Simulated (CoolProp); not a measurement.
Ethanol at several states: density (kg/m³) from the reference equation and from simpler models built on Tc = 241.6 °C, pc = 6.268 MPa, ω = 0.644; each cubic takes its own stable root.

Values from CoolProp's reference Helmholtz-energy equation of state, Schroeder 2014.

```json
[
 {"T (°C)": "-19.55", "p (MPa)": "8.22", "phase": "liquid", "reference": "828.6"},
 {"T (°C)": "-17.15", "p (MPa)": "22.2", "phase": "liquid", "reference": "835.5"},
 {"T (°C)": "206.85", "p (MPa)": "0.0745", "phase": "gas", "reference": "0.8643"}
]
```

How far does each simpler model (Redlich-Kwong, Peng-Robinson) lie from the reference over these 3 states: mean and median of the absolute difference, and the worst?


- Redlich-Kwong: mean 13.1 %, median 19.7 %, worst -19.8 % at -19.55 °C and 8.22 MPa
- Peng-Robinson: mean 3.8 %, median 5.3 %, worst -5.9 % at -17.15 °C and 22.2 MPa
